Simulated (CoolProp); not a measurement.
Computed with CoolProp (reference Helmholtz-energy equation of state, Thol 2019).

**Question.** Give the vapour pressure (bar), liquid density (kg/m³), vapour density (kg/m³), liquid cp (kJ/(kg K)) of saturated n-pentane at 312.1, 323.9, 340.4 K.

**Answer.** 
```tsv
T (K)	p (bar)	liquid density (kg/m³)	vapour density (kg/m³)	liquid cp (kJ/(kg K))
312.1	1.12	607	3.26	2.38
323.9	1.63	595	4.65	2.44
340.4	2.63	577	7.34	2.53
```
